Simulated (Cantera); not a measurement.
Equilibrium for hydrogen reduction and annealing atmospheres: FeS + H2

Input: 1 mol FeS, 2.7 mol H2, held at 240 Pa.

Equilibrium computed with Cantera from the NASA thermochemical tables; the gas is ideal and each condensed phase is pure. Candidate condensed phases: Fe, FeS, FeS2, S; 8 gas species. Metal and sulfide melt together well below either melting point, which pure phases cannot show. Mutual solubility and eutectic melting of coexisting phases are not modelled. FeS: taken at fixed stoichiometry. Rates play no part.

| T (K) | x H2 | x Fe | x S2 | x H | x S | x SH | x H2S | n Fe(δ) | n FeS(l) | n Fe(l) |
|---|---|---|---|---|---|---|---|---|---|---|
| 1675 | 0.916 | 0.00173 | 0.0542 | 0.00227 | 0.00119 | 0.00672 | 0.0178 | 0.381 | 0.614 | 0 |
| 1725 | 0.872 | 0.00393 | 0.0902 | 0.00354 | 0.00242 | 0.00987 | 0.0181 | 0.623 | 0.365 | 0 |
| 1775 | 0.813 | 0.00849 | 0.138 | 0.00533 | 0.00458 | 0.0136 | 0.0174 | 0.973 | 0 | 0 |
| 1825 | 0.803 | 0.0174 | 0.135 | 0.00805 | 0.00680 | 0.0154 | 0.0144 | 0 | 0 | 0.943 |
| 1875 | 0.785 | 0.0338 | 0.131 | 0.0119 | 0.00981 | 0.0170 | 0.0118 | 0 | 0 | 0.887 |
| 1925 | 0.754 | 0.0632 | 0.124 | 0.0169 | 0.0137 | 0.0184 | 0.00950 | 0 | 0 | 0.782 |
| 1975 | 0.704 | 0.114 | 0.113 | 0.0234 | 0.0185 | 0.0191 | 0.00734 | 0 | 0 | 0.579 |
| 2025 | 0.624 | 0.200 | 0.0972 | 0.0310 | 0.0238 | 0.0186 | 0.00526 | 0 | 0 | 0.172 |
x: gas mole fraction; n: condensed amount in mol.

From 1675 K to 1725 K the condensed part is Fe(δ) + FeS(l). At 1775 K the condensed part is Fe(δ). From 1825 K to 2025 K the condensed part is Fe(l). The main Fe-bearing gas is Fe throughout. The share of Fe in condensed phases is highest at 1675 K (99.5 %) and lowest at 2025 K (17.2 %).
